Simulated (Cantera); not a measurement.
# Halide evaporation, hydrolysis and transport: FeCl₃ + HCl + N₂ + O₂

Charge: 1 mol FeCl₃, 0.54 mol HCl, 1 mol N₂, 0.039 mol O₂, equilibrated at 750 Torr.

These are equilibrium values from Cantera (NASA tables, ideal gas, pure condensed phases), not measurements of a reactor. Candidate condensed phases: Fe, FeCl₂, FeCl₃, FeO, Fe(OH)₂, Fe(OH)₃, Fe₂O₃, Fe₃O₄, H₂O, NH₄Cl; 37 gas species. Kinetics and transport are ignored.

```tsv
T (K)	x N₂	x FeCl₂	x FeCl₃	x Cl	x HCl	x Cl₂	x O₂	x H₂O	n Fe₂O₃(s)
1348	0.369	0.104	0.248	0.00490	0.195	0.0682	0.00578	0.00226	0.0134
1448	0.356	0.155	0.197	0.0112	0.188	0.0753	0.0128	0.00198	0
1548	0.346	0.195	0.148	0.0237	0.184	0.0878	0.0127	0.00117	0
1648	0.335	0.228	0.106	0.0442	0.179	0.0931	0.0124	0.000780	0
1748	0.325	0.251	0.0726	0.0736	0.174	0.0898	0.0120	0.000583	0
1848	0.314	0.266	0.0478	0.110	0.169	0.0787	0.0115	0.000490	0
1948	0.305	0.275	0.0304	0.151	0.164	0.0626	0.0110	0.000464	0
2048	0.297	0.278	0.0188	0.188	0.159	0.0455	0.0105	0.000492	0
2148	0.290	0.279	0.0114	0.219	0.156	0.0307	0.0100	0.000575	0
```
x: gas mole fraction; n: condensed amount in mol.

At 1348 K the condensed part is Fe₂O₃(s). From 1448 K to 2148 K nothing is condensed. The main Fe-bearing gas is FeCl₃ at 1348 K and FeCl₂ at 2148 K.
